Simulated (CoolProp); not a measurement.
R236FA at several states: Z from the reference equation and from simpler models built on Tc = 124.9 °C, pc = 31.91 bar, ω = 0.377; each cubic takes its own stable root.

Computed with CoolProp (reference Helmholtz-energy equation of state, Pan 2012).

```
T (°C)  p (bar)   phase  reference  van der Waals  Peng-Robinson
------  -------  ------  ---------  -------------  -------------
-37.55     9.96  liquid    0.04969        0.08461        0.04884
-4.45      8.63  liquid    0.04028        0.06845        0.03935
71.35       1.6     gas     0.9697         0.9786         0.9692
-38.55     45.2  liquid     0.2249         0.3766         0.2210
```
